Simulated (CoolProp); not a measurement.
Vapour pressure (MPa) of oxygen: the reference equation beside estimates from Tc = -118.6 °C, pc = 5.046 MPa, ω = 0.022.

Computed with CoolProp (reference Helmholtz-energy equation of state, Schmidt 1985).

| T (°C) | reference | Lee-Kesler | Soave-Redlich-Kwong | Peng-Robinson |
|---|---|---|---|---|
| -161.75 | 0.5977 | 0.5980 | 0.5990 | 0.6003 |
| -156.85 | 0.8194 | 0.8201 | 0.8241 | 0.8228 |
| -151.85 | 1.101 | 1.102 | 1.111 | 1.106 |
| -146.95 | 1.440 | 1.440 | 1.456 | 1.447 |
| -142.05 | 1.847 | 1.846 | 1.870 | 1.857 |
| -137.05 | 2.341 | 2.338 | 2.372 | 2.356 |
| -132.15 | 2.912 | 2.908 | 2.949 | 2.931 |
| -127.15 | 3.593 | 3.589 | 3.631 | 3.615 |
| -122.25 | 4.371 | 4.371 | 4.398 | 4.389 |

Absolute difference from the reference over all 9 rows, mean and median: Lee-Kesler 0.1 and 0.1 %, Soave-Redlich-Kwong 0.9 and 1.1 %, Peng-Robinson 0.5 and 0.5 %.
